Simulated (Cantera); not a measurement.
# Equilibrium for hydrogen reduction and annealing atmospheres: FeS + H2 + N2

Charge: 1 mol FeS, 740 mol H2, 4.5 mol N2.

Cantera equilibrium calculation (NASA polynomials, part measured and part estimated; ideal gas, pure solids and liquids). Candidate condensed phases: Fe, FeS, FeS2, S; 16 gas species. Rates play no part.

Stable condensed phases:

```
T in °C \ P in Pa
              10      42     180     750    3200   13000   56000  240000 1000000
   1800        A       A       A       A       A       A       A       B       B
   1750        A       A       A       A       A       A       B       B       B
   1700        A       A       A       A       A       A       B       B       B
   1650        A       A       A       A       A       B       B       B       B
   1600        A       A       A       A       A       B       B       B       B
   1550        A       A       A       A       B       B       B       B       B
   1500        A       A       A       A       B       B       B       B       B
   1450        A       A       A       B       B       B       B       B       B
   1400        A       A       A       B       B       B       B       B       B
   1350        A       A       B       B       B       B       B       B       B
   1300        A       A       B       B       B       B       B       B       B
   1250        A       B       B       B       B       B       B       B       B
   1200        B       B       B       B       B       B       B       B       B
   1150        B       B       B       B       B       B       B       B       B
```

A: gas only; B: Fe.
